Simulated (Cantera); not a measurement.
Feed: 1 mol B, 25 mol N2, held at 11.0 Pa.

Cantera equilibrium calculation (NASA polynomials, part measured and part estimated; ideal gas, pure solids and liquids). Candidate condensed phases: B, BN; 5 gas species. Kinetics and transport are ignored. All values below are at 1825 K.

Base state: N2 1.000, B 1.22e-5 (mole fractions); condensed: BN(s).

Problem. What changes in the equilibrium state with this change: B replaced by B2O3?

Solution. 
```csv
species,before,after
N2,1.000,0.960
B2O3,0,0.0365
BO,0,0.00196
BO2,0,0.00179
O,0,5.04e-5
"BN(s), mol",1.000,0
```
Further candidate phases: B2O3.
